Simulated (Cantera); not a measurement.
An adiabatic, constant-volume homogeneous reactor starts with CH₃OH : O₂ : N₂ = 1 : 0.938 : 3.52 (molar parts), equivalence ratio 1.6, at 1550 K and 0.671 atm. Integrator tolerance rtol = 1e-08.

Detailed kinetics in Cantera: GRI-Mech 3.0 (53 species, 325 reactions). GRI-Mech 3.0 was tuned for natural gas; its chemistry of methanol as a main component is partial and can be far from experiment.

What does this change do: initial temperature 1550 to 1598 K?


```
quantity                                                            before                                    after
---------------------------------  ---------------------------------------  ---------------------------------------
time of steepest temperature rise                                 0.158 ms                                 0.105 ms
temperature at 0.600 s                                              2872 K                                   2886 K
equilibrium temperature                                             2872 K                                   2886 K
x(CH₃OH) at 0.600 s                  <1e-12 (gas-phase equilibrium <1e-12)    <1e-12 (gas-phase equilibrium <1e-12)
x(O₂) at 0.600 s                   0.00400 (gas-phase equilibrium 0.00400)  0.00437 (gas-phase equilibrium 0.00437)
x(O) at 0.600 s                    0.00366 (gas-phase equilibrium 0.00366)  0.00407 (gas-phase equilibrium 0.00407)
x(H₂O₂) at 0.600 s                 2.26e-7 (gas-phase equilibrium 2.26e-7)  2.36e-7 (gas-phase equilibrium 2.36e-7)
x(CH₄) at 0.600 s                    <1e-12 (gas-phase equilibrium <1e-12)    <1e-12 (gas-phase equilibrium <1e-12)
```

What does this change do: initial temperature 1550 to 1075 K?


```csv
quantity,before,after
time of steepest temperature rise,0.158 ms,0.121 s
temperature at 0.600 s,2872 K,2708 K
equilibrium temperature,2872 K,2708 K
x(CH₃OH) at 0.600 s,<1e-12 (gas-phase equilibrium <1e-12),<1e-12 (gas-phase equilibrium <1e-12)
x(O₂) at 0.600 s,0.00400 (gas-phase equilibrium 0.00400),0.00109 (gas-phase equilibrium 0.00109)
x(O) at 0.600 s,0.00366 (gas-phase equilibrium 0.00366),0.000863 (gas-phase equilibrium 0.000863)
x(H₂O₂) at 0.600 s,2.26e-7 (gas-phase equilibrium 2.26e-7),1.13e-7 (gas-phase equilibrium 1.13e-7)
x(CH₄) at 0.600 s,<1e-12 (gas-phase equilibrium <1e-12),<1e-12 (gas-phase equilibrium 1.17e-12)
```

What does this change do: CH3OH 1 to 1.9 parts?


| quantity | before | after |
|---|---|---|
| time of steepest temperature rise | 0.158 ms | 0.130 ms |
| temperature at 0.600 s | 2872 K | 2554 K |
| equilibrium temperature | 2872 K | 2554 K |
| x(CH₃OH) at 0.600 s | <1e-12 (gas-phase equilibrium <1e-12) | <1e-12 (gas-phase equilibrium <1e-12) |
| x(O₂) at 0.600 s | 0.00400 (gas-phase equilibrium 0.00400) | 2.27e-5 (gas-phase equilibrium 2.27e-5) |
| x(O) at 0.600 s | 0.00366 (gas-phase equilibrium 0.00366) | 7.06e-5 (gas-phase equilibrium 7.06e-5) |
| x(H₂O₂) at 0.600 s | 2.26e-7 (gas-phase equilibrium 2.26e-7) | 8.53e-9 (gas-phase equilibrium 8.53e-9) |
| x(CH₄) at 0.600 s | <1e-12 (gas-phase equilibrium <1e-12) | 8.04e-11 (gas-phase equilibrium 9.08e-11) |
